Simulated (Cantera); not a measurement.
A closed system holds: 1 mol MgO, 0.16 mol H2S, 0.24 mol CO2, held at 1052 °C and 13.3 mbar.

Cantera equilibrium calculation (NASA polynomials, part measured and part estimated; ideal gas, pure solids and liquids). Candidate condensed phases: C, C6H6, C7H8, C8H18, H2O, H2SO4, Mg, MgCO3, MgO, Mg(OH)2, MgS, MgSO4, S; 130 gas species. The numbers say what is thermodynamically allowed, not how fast it happens.

Base state: CO2 0.280, CO 0.225, H2O 0.210, S2 0.144, H2 0.0906, H2S 0.0376, SO2 0.00871, COS 0.00302 (mole fractions); condensed: MgO(s).

Question: What changes in the equilibrium state with this change: CO2 from 0.24 to 0.086 mol?

Answer: 
```
species        before     after
-----------  --------  --------
H2             0.0906     0.220
S2              0.144     0.201
CO              0.225     0.189
CO2             0.280    0.0866
H2S            0.0376     0.108
H2O             0.210     0.188
SO2           0.00871   0.00141
CS2           7.74e-6   2.46e-5
SO           0.000402  0.000176
S2O          0.000385  0.000200
MgO(s), mol      1.00      1.00
```

Question: What changes in the equilibrium state with this change: temperature from 1052 °C to 975 °C?

Answer: 
```tsv
species	before	after
CO2	0.280	0.306
CO	0.225	0.204
H2O	0.210	0.200
H2S	0.0376	0.0576
H2	0.0906	0.0854
S2	0.144	0.138
S	1.34e-5	3.91e-6
SO	0.000402	0.000137
SO2	0.00871	0.00404
CS2	7.74e-6	1.50e-5
MgO(s), mol	1.00	1.00
```
Gases not in the tables: S3 to S7.
